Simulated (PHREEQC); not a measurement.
BaCl2 is added in steps, without added water, to 1 kg of water holding 0.0048 mol/kgw CuCl2 and 3e-05 mol/kgw H2SO4, at 25 °C. Oxygen alone is held at its pressure in air (log pO2 = -0.68). The system is closed to CO2. The run lets Barite, Cu(OH)2, Brochantite, Antlerite, Atacamite, Chalcanthite precipitate or redissolve, and no other solid.

Base run: PHREEQC, ion-association model, wateq4f.dat. Each further column changes one thing. The table gives SO4-2 (mol/kgw).

```csv
BaCl2 added (mol),base,Debye-Hückel limiting law,database phreeqc.dat,metal-ligand complexes left out,all activity coefficients set to 1
0,2.17e-5,2.28e-5,2.17e-5,2.99e-5,1.53e-5
0.00072,4.19e-7,…,5.68e-7,4.21e-7,1.55e-7
0.00168,1.88e-7,…,2.55e-7,1.89e-7,6.49e-8
0.0024,1.37e-7,1.78e-7,1.86e-7,1.38e-7,…
0.00312,1.10e-7,1.46e-7,1.49e-7,1.10e-7,3.46e-8
0.00408,8.83e-8,1.22e-7,1.20e-7,8.87e-8,2.64e-8
0.0048,7.79e-8,1.10e-7,1.06e-7,7.83e-8,2.24e-8
```

Question: Fill in the missing entries.

Answer: 
- 0.00072, Debye-Hückel limiting law: 5.16e-7
- 0.00168, Debye-Hückel limiting law: 2.39e-7
- 0.0024, all activity coefficients set to 1: 4.52e-8

 phreeqc.dat and wateq4f.dat share most of their constants, so their agreement is no independent check. Solids allowed in the column 'database phreeqc.dat': Barite.
